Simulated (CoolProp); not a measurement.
Properties of n-perfluoropentane along the isobar 7.99 MPa.

Values from CoolProp's reference Helmholtz-energy equation of state, Gao 2022.

```json
[
 {"T (K)": "359.4", "phase": "liquid", "cp (kJ/(kg K))": "1.123", "speed of sound (m/s)": "376.6", "expansivity (1/kK)": "2.306"},
 {"T (K)": "368.8", "phase": "liquid", "cp (kJ/(kg K))": "…", "speed of sound (m/s)": "354.6", "expansivity (1/kK)": "2.428"},
 {"T (K)": "378.2", "phase": "liquid", "cp (kJ/(kg K))": "1.149", "speed of sound (m/s)": "333.1", "expansivity (1/kK)": "2.562"},
 {"T (K)": "387.5", "phase": "liquid", "cp (kJ/(kg K))": "1.162", "speed of sound (m/s)": "312.4", "expansivity (1/kK)": "2.708"},
 {"T (K)": "396.9", "phase": "liquid", "cp (kJ/(kg K))": "1.175", "speed of sound (m/s)": "292.3", "expansivity (1/kK)": "2.870"},
 {"T (K)": "406.3", "phase": "liquid", "cp (kJ/(kg K))": "1.187", "speed of sound (m/s)": "273.0", "expansivity (1/kK)": "3.049"},
 {"T (K)": "415.7", "phase": "liquid", "cp (kJ/(kg K))": "1.200", "speed of sound (m/s)": "254.6", "expansivity (1/kK)": "3.245"},
 {"T (K)": "425", "phase": "supercritical", "cp (kJ/(kg K))": "1.213", "speed of sound (m/s)": "237.5", "expansivity (1/kK)": "3.457"},
 {"T (K)": "434.4", "phase": "supercritical", "cp (kJ/(kg K))": "1.225", "speed of sound (m/s)": "221.3", "expansivity (1/kK)": "3.688"},
 {"T (K)": "443.8", "phase": "supercritical", "cp (kJ/(kg K))": "1.238", "speed of sound (m/s)": "206.4", "expansivity (1/kK)": "3.934"},
 {"T (K)": "453.1", "phase": "supercritical", "cp (kJ/(kg K))": "1.251", "speed of sound (m/s)": "192.8", "expansivity (1/kK)": "4.191"},
 {"T (K)": "462.5", "phase": "supercritical", "cp (kJ/(kg K))": "1.263", "speed of sound (m/s)": "180.5", "expansivity (1/kK)": "4.458"},
 {"T (K)": "471.9", "phase": "supercritical", "cp (kJ/(kg K))": "1.274", "speed of sound (m/s)": "169.4", "expansivity (1/kK)": "4.723"},
 {"T (K)": "481.3", "phase": "supercritical", "cp (kJ/(kg K))": "…", "speed of sound (m/s)": "159.8", "expansivity (1/kK)": "4.972"},
 {"T (K)": "490.6", "phase": "supercritical", "cp (kJ/(kg K))": "1.291", "speed of sound (m/s)": "151.6", "expansivity (1/kK)": "5.182"},
 {"T (K)": "500", "phase": "supercritical", "cp (kJ/(kg K))": "1.296", "speed of sound (m/s)": "…", "expansivity (1/kK)": "5.335"}
]
```

Task: Some entries are withheld; supply them.

Result: 
- 368.8, cp (kJ/(kg K)): 1.136
- 481.3, cp (kJ/(kg K)): 1.284
- 500, speed of sound (m/s): 144.8
